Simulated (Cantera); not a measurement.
A freely propagating, adiabatic, planar premixed flame of C₃H₈ : O₂ : N₂ = 1 : 5.05 : 19 (molar parts), unburnt at 523 K and 6750 Torr; mixture-averaged transport, grid criteria slope 0.08 and curve 0.16, no radiation.

Cantera simulation using GRI-Mech 3.0 (53 species, 325 reactions); the numbers are that mechanism's predictions, not measurements. GRI-Mech 3.0 was tuned for natural gas; its chemistry of propane as a main component is partial and can be far from experiment. Burning velocities carry a grid error of a few per cent, more on coarse grids.

Task: Predict: laminar burning velocity; thermal thickness; peak x(H); peak x(C₂H₆); peak x(O); peak x(HCO).

Result: 
```json
{
  "laminar_burning_velocity": "66.6 cm/s",
  "thermal_thickness": "0.0497 mm",
  "peak x(H)": "0.00315",
  "peak x(C₂H₆)": "0.000864",
  "peak x(O)": "0.00223",
  "peak x(HCO)": "4.65e-5"
}
```
